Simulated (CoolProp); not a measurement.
Vapour-liquid equilibrium of toluene (1) + p-xylene (2) at 546.3 K; x and y are mole fractions of (1).

Model: multi-fluid Helmholtz-energy mixture model, Lemmon 2006 and Zhou 2012; pair parameters Bell 2016, in CoolProp.

| x | bubble pressure (bar) | y at the bubble point | dew pressure at overall composition x (bar) | liquid density (mol/L) |
|---|---|---|---|---|
| 0.05 | 14.45 | 0.068 | 14.34 | 5.538 |
| 0.15 | 15.29 | 0.196 | 14.98 | 5.590 |
| 0.25 | 16.16 | 0.314 | 15.68 | 5.640 |
| 0.35 | 17.04 | 0.424 | 16.44 | 5.691 |
| 0.45 | 17.93 | 0.527 | 17.26 | 5.740 |
| 0.55 | 18.85 | 0.623 | 18.15 | 5.789 |
| 0.65 | 19.77 | 0.713 | 19.12 | 5.838 |
| 0.75 | 20.71 | 0.800 | 20.16 | 5.887 |
| 0.85 | 21.65 | 0.882 | 21.28 | 5.935 |
| 0.95 | 22.62 | 0.961 | 22.48 | 5.983 |

No azeotrope shows between x = 0.05 and 0.95.

The pair parameters rest on a limited set of measurements; away from them the model extrapolates.
